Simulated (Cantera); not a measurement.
Mixture: CH₄ : O₂ : N₂ = 1 : 2.74 : 10.3 (molar parts), equivalence ratio 0.73, at 10.0 bar, adiabatic and at constant volume. Ignition delay is the time to a rise of 400 K.

Detailed kinetics in Cantera: GRI-Mech 3.0 (53 species, 325 reactions).

Question: What does this change do: pressure from 10.0 bar to 1.01 bar?

Answer: 
```json
[
 {"quantity": "delay at 1175 K", "before": "5.40 ms", "after": "53.2 ms"},
 {"quantity": "delay at 1225 K", "before": "2.89 ms", "after": "25.9 ms"},
 {"quantity": "delay at 1275 K", "before": "1.60 ms", "after": "13.1 ms"},
 {"quantity": "delay at 1325 K", "before": "0.913 ms", "after": "6.89 ms"},
 {"quantity": "delay at 1375 K", "before": "0.535 ms", "after": "3.76 ms"},
 {"quantity": "delay at 1425 K", "before": "0.321 ms", "after": "2.14 ms"},
 {"quantity": "delay at 1475 K", "before": "0.197 ms", "after": "1.27 ms"},
 {"quantity": "apparent activation energy between 1375 and 1475 K", "before": "170 kJ/mol", "after": "180 kJ/mol"}
]
```

Question: What does this change do: constant pressure in place of constant volume?

Answer: 
| quantity | before | after |
|---|---|---|
| delay at 1175 K | 5.40 ms | 5.62 ms |
| delay at 1225 K | 2.89 ms | 3.03 ms |
| delay at 1275 K | 1.60 ms | 1.68 ms |
| delay at 1325 K | 0.913 ms | 0.964 ms |
| delay at 1375 K | 0.535 ms | 0.566 ms |
| delay at 1425 K | 0.321 ms | 0.341 ms |
| delay at 1475 K | 0.197 ms | 0.210 ms |
| apparent activation energy between 1375 and 1475 K | 170 kJ/mol | 170 kJ/mol |
